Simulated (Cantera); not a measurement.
Input: 1 mol Al, 0.21 mol CO2, 240 mol N2, equilibrated at 56.0 Pa.

Equilibrium computed with Cantera from the NASA thermochemical tables; the gas is ideal and each condensed phase is pure. Candidate condensed phases: Al, AlN, Al2O3, C; 32 gas species. Mutual solubility and eutectic melting of coexisting phases are not modelled. Condensed phases not in the tables: aluminium oxynitride. Rates play no part.

What share of the Al ends up in condensed phases as a function of T (K), at 900, 1050, 1200, 1350, 1500, 1650, 1800, 1950?


| T (K) | Al condensed (%) | as |
|---|---|---|
| 900 | 100.0 | AlN(s) + Al2O3(s) |
| 1050 | 100.0 | AlN(s) + Al2O3(s) |
| 1200 | 100.0 | AlN(s) + Al2O3(s) |
| 1350 | 100.0 | AlN(s) + Al2O3(s) |
| 1500 | 99.9 | AlN(s) + Al2O3(s) |
| 1650 | 85.0 | AlN(s) + Al2O3(s) |
| 1800 | 4.6 | Al2O3(s) |
| 1950 | 5.8 | Al2O3(s) |
